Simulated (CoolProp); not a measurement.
A Linde-Hampson liquefier for ethylene: isothermal reversible compression at 290 K from 1 atm to 5 MPa, throttling to 1 atm, return gas leaving the recuperator 10 K below the feed. Each further row changes one setting.

Computed with CoolProp (reference Helmholtz-energy equation of state, Smukala 2000).

| case | liquid yield per pass | compression work (kJ/kg of gas) |
|---|---|---|
| as stated | (withheld) | 305 |
| high pressure 10 MPa | 0.469 | (withheld) |
| warm-end temperature 320 K | 0.100 | (withheld) |
| warm-end gap 15 K | 0.172 | 305 |

Question: Some entries are withheld; supply them.

Answer: 
- as stated, liquid yield per pass: 0.181
- high pressure 10 MPa, compression work (kJ/kg of gas): 325
- warm-end temperature 320 K, compression work (kJ/kg of gas): 347
